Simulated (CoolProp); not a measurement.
Saturation properties of hydrogen sulfide (Tc = 373.1 K, pc = 8.999 MPa, ω = 0.101).

The numbers come from the reference Helmholtz-energy equation of state, Lemmon 2006 in CoolProp. It is a short technical equation, of lower accuracy than the large ones.

| T (K) | p (MPa) | liquid density (kg/m³) | liquid cp (kJ/(kg K)) | vapour Z | surface tension (mN/m) |
|---|---|---|---|---|---|
| 202.1 | 0.05683 | 967.9 | 2.001 | 0.9847 | 30.6 |
| 214 | 0.1073 | 947.2 | 1.995 | 0.9759 | 28.1 |
| 225.9 | 0.1881 | 925.9 | 1.996 | 0.9643 | 25.6 |
| 237.9 | 0.3110 | 903.8 | 2.006 | 0.9494 | 23.1 |
| 249.8 | 0.4859 | 881.0 | 2.025 | 0.9313 | 20.6 |
| 261.8 | 0.7287 | 857.0 | 2.055 | 0.9095 | 18.2 |
| 273.7 | 1.049 | 831.9 | 2.098 | 0.8840 | 15.9 |
| 285.7 | 1.467 | 805.1 | 2.158 | 0.8541 | 13.6 |
| 297.6 | 1.990 | 776.6 | 2.241 | 0.8201 | 11.4 |
| 309.5 | 2.637 | 745.6 | 2.359 | 0.7810 | 9.28 |
| 321.5 | 3.431 | 711.2 | 2.535 | 0.7355 | 7.21 |
| 333.4 | 4.376 | 672.5 | 2.814 | 0.6830 | 5.25 |
| 345.4 | 5.509 | 626.4 | 3.335 | 0.6193 | 3.40 |
| 357.3 | 6.838 | 567.8 | 4.637 | 0.5384 | 1.73 |

It boils at 212.9 K under 1 atm.

Surface tension comes from a separate correlation (Mulero 2012).
